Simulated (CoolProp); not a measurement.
Vapour-liquid equilibrium of acetone (1) + ethanol (2) at 0.0419 MPa; x and y are mole fractions of (1).

Computed with CoolProp (multi-fluid Helmholtz-energy mixture model, Lemmon 2006 and Schroeder 2014; pair parameters Bell 2016).

```
x     bubble temperature (K)  y at the bubble point  dew temperature at overall composition x (K)  liquid density (mol/L)
----  ----------------------  ---------------------  --------------------------------------------  ----------------------
0.05                   327.0                  0.198                                         329.8                       …
0.15                   321.3                  0.441                                         327.9                   15.94
0.25                       …                  0.578                                         325.9                   15.60
0.35                   314.8                  0.667                                             …                       …
0.45                   312.7                  0.731                                         321.1                   14.93
0.55                   311.1                      …                                         318.4                   14.61
0.65                       …                  0.828                                         315.3                   14.30
0.75                   308.4                  0.873                                         312.1                   14.01
0.85                   307.2                  0.920                                         309.0                   13.74
0.95                   306.1                      …                                         306.5                   13.49
```

Question: What belongs in the gaps?

Answer: 
- 0.05, liquid density (mol/L): 16.26
- 0.25, bubble temperature (K): 317.5
- 0.35, dew temperature at overall composition x (K): 323.6
- 0.35, liquid density (mol/L): 15.26
- 0.55, y at the bubble point: 0.782
- 0.65, bubble temperature (K): 309.7
- 0.95, y at the bubble point: 0.972

No azeotrope shows between x = 0.05 and 0.95.

Pair parameters are fitted to limited data, so mixtures are less certain than the pure fluids.
